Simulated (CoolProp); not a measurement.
Vapour-liquid equilibrium of ethane (1) + CHF3 (R23) (2) at -47.85 °C; x and y are mole fractions of (1).

Values from CoolProp's multi-fluid Helmholtz-energy mixture model, Bücker 2006 and Penoncello 2003; pair parameters Bell 2016.

Q: Give the bubble pressure and the first vapour's composition at x = 0.5, 0.65, 0.95. Is there an azeotrope?

A: x = 0.5: 0.8986 MPa, y = 0.519; x = 0.65: 0.8918 MPa, y = 0.556; x = 0.95: 0.6942 MPa, y = 0.836. y crosses x between x = 0.5 and 0.575: the model has an azeotrope there.

The pair parameters rest on a limited set of measurements; away from them the model extrapolates. With so large a gap from Raoult's law the liquid may split in two, which this calculation doesn't test in full.
